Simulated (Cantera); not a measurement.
## Thermodynamics of silicon nitride deposition, feed SiCl4 + NH3 + N2 + H2O

A closed system holds: 1 mol SiCl4, 1.7 mol NH3, 2 mol N2, 1.8 mol H2O, held at 0.270 Torr.

These are equilibrium values from Cantera (NASA tables, ideal gas, pure condensed phases), not measurements of a reactor. Candidate condensed phases: H2O, NH4Cl, Si, SiO2, Si2N2O, Si3N4; 47 gas species. Mutual solubility and eutectic melting of coexisting phases are not modelled. The tables' values for SiO2, SiCl3 are old estimates; treat these amounts as uncertain. The tables hold silica as quartz up to 1696 K and as liquid above; real silica turns to tridymite and cristobalite and melts near 1996 K. Kinetics and transport are ignored.

| T (°C) | log p HCl | log p N2 | log p H2 | log p SiO | log p Cl | log p H2O | log p H | n SiO2(α-quartz) | n Si2N2O(s) | n SiO2(β-quartz) | n SiO2(condensed) |
|---|---|---|---|---|---|---|---|---|---|---|---|
| 502 | -3.80 | -3.96 | -4.03 | <-15 | -13.77 | -9.83 | -14.02 | 0.867 | 0.0666 | 0 | 0 |
| 602 | -3.80 | -3.96 | -4.03 | <-15 | -12.09 | -9.49 | -12.32 | 0 | 0.0666 | 0.867 | 0 |
| 702 | -3.80 | -3.96 | -4.03 | -13.83 | -10.75 | -9.23 | -10.96 | 0 | 0.0666 | 0.867 | 0 |
| 802 | -3.80 | -3.96 | -4.03 | -11.29 | -9.66 | -9.03 | -9.85 | 0 | 0.0665 | 0.867 | 0 |
| 902 | -3.80 | -3.96 | -4.03 | -9.19 | -8.76 | -8.85 | -8.93 | 0 | 0.0663 | 0.867 | 0 |
| 1002 | -3.80 | -3.96 | -4.03 | -7.43 | -7.99 | -8.71 | -8.15 | 0 | 0.0648 | 0.867 | 0 |
| 1102 | -3.81 | -3.96 | -4.03 | -5.92 | -7.34 | -8.59 | -7.48 | 0 | 0.0454 | 0.862 | 0 |
| 1202 | -3.82 | -3.96 | -4.04 | -5.16 | -6.77 | -7.97 | -6.91 | 0 | 0 | 0.810 | 0 |
| 1302 | -3.82 | -3.96 | -4.05 | -5.11 | -6.27 | -6.81 | -6.40 | 0 | 0 | 0.796 | 0 |
| 1402 | -3.82 | -3.97 | -4.06 | -5.04 | -5.84 | -5.82 | -5.96 | 0 | 0 | 0.760 | 0 |
| 1502 | -3.84 | -3.97 | -4.09 | -4.83 | -5.44 | -5.14 | -5.59 | 0 | 0 | 0 | 0.603 |
| 1602 | -3.88 | -4.00 | -4.19 | -4.56 | -5.08 | -4.69 | -5.28 | 0 | 0 | 0 | 0.214 |
| 1702 | -3.92 | -4.01 | -4.25 | -4.47 | -4.79 | -4.58 | -4.99 | 0 | 0 | 0 | 0 |
| 1802 | -3.98 | -4.03 | -4.25 | -4.48 | -4.56 | -4.60 | -4.70 | 0 | 0 | 0 | 0 |
log p: log10 of the partial pressure in bar; n: condensed amount in mol.

At 502 °C the condensed part is SiO2(α-quartz) + Si2N2O(s). From 602 °C to 1102 °C the condensed part is SiO2(β-quartz) + Si2N2O(s). From 1202 °C to 1402 °C the condensed part is SiO2(β-quartz). From 1502 °C to 1602 °C the condensed part is SiO2(condensed). From 1702 °C to 1802 °C nothing is condensed. The main Si-bearing gas is SiCl4 at 502 °C and SiO at 1802 °C.
